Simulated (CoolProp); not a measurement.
Cyclopentane along the isobar 18.7 MPa: Z from the reference equation and from simpler models built on Tc = 238.6 °C, pc = 4.583 MPa, ω = 0.202; each cubic takes its own stable root.

Values from CoolProp's reference Helmholtz-energy equation of state, Gedanitz 2015.

```tsv
T (°C)	phase	reference
-68.35	liquid	0.9214
-63.75	liquid	0.9053
-59.15	liquid	0.8899
-54.65	liquid	0.8756
-50.05	liquid	0.8615
-45.55	liquid	0.8484
-40.95	liquid	0.8355
-36.35	liquid	0.8232
-31.85	liquid	0.8116
-27.25	liquid	0.8003
-22.75	liquid	0.7897
-18.15	liquid	0.7792
```

Task: How far does each simpler model (van der Waals, Redlich-Kwong, Soave-Redlich-Kwong) lie from the reference over these 12 states: mean and median of the absolute difference, and the worst?

Result: 
- van der Waals: mean 54.5 %, median 54.5 %, worst +55.7 % at -68.35 °C and 18.7 MPa
- Redlich-Kwong: mean 5.8 %, median 5.8 %, worst +6.3 % at -68.35 °C and 18.7 MPa
- Soave-Redlich-Kwong: mean 5.0 %, median 5.0 %, worst +5.7 % at -68.35 °C and 18.7 MPa
